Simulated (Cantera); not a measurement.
Reactions in the system C-Ca-H-O

Source: NASA polynomial tables (part measured, part estimated), evaluated in Cantera. Values are per mole of reaction as written; species without (g) are pure solids or liquids, kept so even where they would boil at 1 bar.

3 H₂O(g) + 5 Ca + 2 CO(g) ⇌ 5 CaO + C₂H₆(g)

```csv
T (K),ΔH° (kJ),ΔS° (J/K),ΔG° (kJ),log10 K
1725,-2327.7,-767.4,-1003.9,30.40
1775,-2326.2,-766.6,-965.5,28.41
1825,-2324.7,-765.8,-927.2,26.54
1875,-2323.2,-764.9,-888.9,24.76
1925,-2321.6,-764.1,-850.7,23.08
```

2 C + 6 OH(g) + 6 Ca ⇌ C₂H₆(g) + 6 CaO

```tsv
T (K)	ΔH° (kJ)	ΔS° (J/K)	ΔG° (kJ)	log10 K
1725	-4179.9	-965.3	-2514.7	76.15
1775	-4179.1	-964.8	-2466.5	72.58
1825	-4178.2	-964.3	-2418.2	69.21
1875	-4177.2	-963.8	-2370.0	66.02
1925	-4176.2	-963.3	-2321.9	63.00
```
